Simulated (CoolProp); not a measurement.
Vapour pressure (kPa) of tetrahydrofuran: the reference equation beside estimates from Tc = 267.0 °C, pc = 5304 kPa, ω = 0.234. Clausius-Clapeyron is anchored at -17.75 °C with a constant enthalpy of vaporisation of 34.30 kJ/mol.

Model: reference Helmholtz-energy equation of state, Fiedler 2023, in CoolProp.

```
T (°C)  reference  Lee-Kesler  Clausius-Clapeyron  van der Waals  Redlich-Kwong  Soave-Redlich-Kwong  Peng-Robinson
------  ---------  ----------  ------------------  -------------  -------------  -------------------  -------------
-17.75      2.266       2.103               2.266          99.91          5.325                2.163          2.382
1.05        6.773       6.333               6.857          163.1          14.73                6.485          6.947
19.85       17.17       16.25               18.00          250.8          34.58                16.54          17.34
38.65       38.19       36.63               42.07          367.1          71.44                37.06          38.20
57.55       76.61       74.51               89.60          517.0          133.7                74.96          76.27
76.35       140.4       138.3               175.3          702.6          229.9                138.6          139.6
95.15       239.7       238.5               320.1          928.2          369.8                238.5          238.5
113.95      385.7       387.1               551.5           1197          563.4                386.9          384.7
132.75      591.1       596.8               903.5           1512          820.7                597.3          591.6
151.55      869.2       881.0                1417           1875           1151                884.2          873.7
170.35       1235        1254                2138           2290           1564                 1263           1247
189.25       1707        1735                3127           2760           2071                 1754           1731
```

Absolute difference from the reference over all 12 rows, mean and median: Lee-Kesler 2.8 and 1.6 %, Clausius-Clapeyron 33.9 and 29.2 %, van der Waals 894.2 and 343.8 %, Redlich-Kwong 66.6 and 59.0 %, Soave-Redlich-Kwong 2.3 and 2.2 %, Peng-Robinson 1.1 and 0.5 %.
